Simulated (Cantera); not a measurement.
Input: 1 mol SiH₂Cl₂, 43 mol H₂, equilibrated at 1800 K and 0.900 Torr.

Method: chemical equilibrium by Gibbs-energy minimisation in Cantera with the NASA 1993 tables (ideal gas, pure condensed phases). Candidate condensed phases: Si; 19 gas species. The tables' values for SiCl are old estimates; treat these amounts as uncertain. Gases not in the tables: Si₂H₆ and higher silanes. Kinetics and transport are ignored.

Base state: H₂ 0.947, HCl 0.0353, H 0.0101, SiCl₂ 0.00408, Si 0.00265, SiCl 0.000288, Cl 0.000287, SiH 0.000102 (mole fractions); condensed: Si(l).

### Question
What changes in the equilibrium state with this change: temperature from 1800 K to 2100 K?

### Answer
| species | before | after |
|---|---|---|
| H₂ | 0.947 | 0.856 |
| H | 0.0101 | 0.0832 |
| HCl | 0.0353 | 0.0373 |
| Si | 0.00265 | 0.0193 |
| Cl | 0.000287 | 0.00267 |
| SiCl₂ | 0.00408 | 0.000602 |
| Si(l), mol | 0.674 | 0 |

### Question
What changes in the equilibrium state with this change: SiH₂Cl₂ replaced by Si(CH₃)₄?

### Answer
```json
[
 {"species": "H₂", "before": "0.947", "after": "0.989"},
 {"species": "H", "before": "0.0101", "after": "0.0103"},
 {"species": "C₂H₂ (acetylene)", "before": "0", "after": "0.000174"},
 {"species": "HCl", "before": "0.0353", "after": "0"},
 {"species": "SiCl₂", "before": "0.00408", "after": "0"},
 {"species": "Si", "before": "0.00265", "after": "6.37e-5"},
 {"species": "SiCl", "before": "0.000288", "after": "0"},
 {"species": "Cl", "before": "0.000287", "after": "0"},
 {"species": "Si₂", "before": "1.60e-5", "after": "9.28e-9"},
 {"species": "SiH", "before": "0.000102", "after": "2.51e-6"},
 {"species": "SiH₂", "before": "2.83e-5", "after": "7.13e-7"},
 {"species": "Si(l), mol", "before": "0.674", "after": "0"},
 {"species": "C(graphite), mol", "before": "0", "after": "2.99"},
 {"species": "SiC(s), mol", "before": "0", "after": "0.997"}
]
```
Further candidate phases: C, C₆H₆, C₇H₈, C₈H₁₈, SiC.

### Question
What changes in the equilibrium state with this change: temperature from 1800 K to 2373 K?

### Answer
```csv
species,before,after
H₂,0.947,0.627
H,0.0101,0.319
HCl,0.0353,0.0265
Si,0.00265,0.0178
SiCl₂,0.00408,2.26e-5
Cl,0.000287,0.00965
"Si(l), mol",0.674,0
```
